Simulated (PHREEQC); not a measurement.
Solution (25 °C): 12 mmol/kgw CuCl2, 0.0517 mmol/kgw HBF4 and 1.6 mmol/kgw H3BO3. It is in equilibrium with CO2 at log p = -3.4 (atm). Otherwise closed; pH follows from the charge balance.

Equilibrium calculation in PHREEQC: ion-association model, phreeqc.dat.

```yaml
pH: 3.81
ionic_strength: 0.0354 mol/kgw
specific_conductance: 2660 µS/cm
total_alkalinity: -0.207 meq/kg
```

```tsv
species	molality	activity	log γ
Cl-	0.0236	0.0197	-0.078
Cu+2	0.0116	0.00609	-0.280
H3BO3	0.00165	0.00167	0.004
CuCl+	0.000386	0.000323	-0.077
H+	0.000177	0.000154	-0.062
F-	0.000159	0.000132	-0.079
HF	3.03e-5	3.05e-5	0.004
CuF+	1.74e-5	1.46e-5	-0.075
```

Precipitation was switched off in this run. Species that the database lacks are ignored. Real BF4- forms and hydrolyses slowly; the run takes it at equilibrium.
